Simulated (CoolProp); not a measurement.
Saturation properties of tetradecamethylhexasiloxane (MD4M) (Tc = 380.0 °C, pc = 0.8286 MPa, ω = 0.800).

Values from CoolProp's reference Helmholtz-energy equation of state, Thol 2019.

```json
[
 {"T (°C)": "108.85", "p (MPa)": "0.0005093", "liquid density (kg/m³)": "804.9", "liquid cp (kJ/(kg K))": "[?]"},
 {"T (°C)": "119.15", "p (MPa)": "0.0008835", "liquid density (kg/m³)": "794.7", "liquid cp (kJ/(kg K))": "[?]"},
 {"T (°C)": "129.45", "p (MPa)": "0.001474", "liquid density (kg/m³)": "784.3", "liquid cp (kJ/(kg K))": "1.943"},
 {"T (°C)": "139.75", "p (MPa)": "0.002371", "liquid density (kg/m³)": "773.9", "liquid cp (kJ/(kg K))": "1.963"},
 {"T (°C)": "150.05", "p (MPa)": "0.003694", "liquid density (kg/m³)": "763.3", "liquid cp (kJ/(kg K))": "1.984"},
 {"T (°C)": "160.35", "p (MPa)": "0.005587", "liquid density (kg/m³)": "752.6", "liquid cp (kJ/(kg K))": "2.004"},
 {"T (°C)": "170.65", "p (MPa)": "0.008225", "liquid density (kg/m³)": "[?]", "liquid cp (kJ/(kg K))": "2.025"},
 {"T (°C)": "180.95", "p (MPa)": "[?]", "liquid density (kg/m³)": "730.7", "liquid cp (kJ/(kg K))": "2.045"},
 {"T (°C)": "191.25", "p (MPa)": "0.01659", "liquid density (kg/m³)": "719.5", "liquid cp (kJ/(kg K))": "2.065"},
 {"T (°C)": "201.55", "p (MPa)": "0.02282", "liquid density (kg/m³)": "708.1", "liquid cp (kJ/(kg K))": "2.085"}
]
```

Q: Complete the blanks.

A: 
- 108.85, liquid cp (kJ/(kg K)): 1.900
- 119.15, liquid cp (kJ/(kg K)): 1.921
- 170.65, liquid density (kg/m³): 741.7
- 180.95, p (MPa): 0.01181

It boils at 259.7 °C under 1 atm.
